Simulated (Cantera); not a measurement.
Feed: 1 mol (CH3)2SiCl2, 0.77 mol C2H4, 2.6 mol H2, equilibrated at 2200 °C and 0.133 bar.

Cantera equilibrium calculation (NASA polynomials, part measured and part estimated; ideal gas, pure solids and liquids). The feed counts by its element totals alone. The tables' values for SiCl, SiCl3 are old estimates; treat these amounts as uncertain. Gases not in the tables: Si2H6 and higher silanes. Equilibrium is a limit: real reactors are often held back by kinetics, nucleation or transport.

| species | before | after |
|---|---|---|
| H2 | 0.713 | 0.826 |
| HCl | 0.189 | 0.0913 |
| H | 0.0516 | 0.0556 |
| SiCl2 | 0.0170 | 0.00341 |
| Si | 0.00653 | 0.00653 |
| SiCl3 | 8.42e-5 | 7.59e-6 |
| SiCl | 0.00250 | 0.00112 |
| Cl | 0.00970 | 0.00435 |
| C2HCl | 2.00e-5 | 9.66e-6 |
| CH4 | 1.06e-5 | 1.43e-5 |
| CH3 | 1.39e-5 | 1.74e-5 |
| C(graphite), mol | 2.64 | 2.44 |
| SiC(s), mol | 0.744 | 0.706 |
Gas species are given as mole fractions.

**Question.** Which change was made?
(A) pressure from 0.133 bar to 0.0100 bar
(B) H2 from 2.6 to 13 mol
(C) temperature from 2200 °C to 1375 °C
(D) H2 from 2.6 to 220 mol

**Answer.** B, H2 from 2.6 to 13 mol. The tables' values for SiCl are old estimates; treat these amounts as uncertain
